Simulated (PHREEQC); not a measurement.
Solution (25 °C): 0.11 mol/kgw HF, 0.0039 mol/kgw ZnSO4 and 0.00077 mol/kgw CuCl2. Closed to the air; pH follows from the charge balance.

All values are PHREEQC results (ion-association model, phreeqc.dat), not measurements.

Problem. The ionic strength comes out as 0.0241 mol/kgw. What activity coefficients do SO4-2, CuF+, ZnCl+, H+, F- get?

Solution. SO4-2 0.56, CuF+ 0.86, ZnCl+ 0.86, H+ 0.88, F- 0.86.

Precipitation was switched off in this run.
